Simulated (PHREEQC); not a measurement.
Make-up at 14 °C: 0.035 mol H2SO4 and 0.0057 mol ZnSO4 per kg of water. Closed to the air; pH follows from the charge balance.

Model: ion-association model, phreeqc.dat, run in PHREEQC.

Problem. The ionic strength comes out as 0.0721 mol/kgw. What activity coefficients do Zn+2, SO4-2, H+, Zn(SO4)2-2, HSO4- get?

Solution. Zn+2 0.42, SO4-2 0.42, H+ 0.84, Zn(SO4)2-2 0.42, HSO4- 0.80.

Precipitation was switched off in this run. Constants without temperature data keep their 25 °C values here.
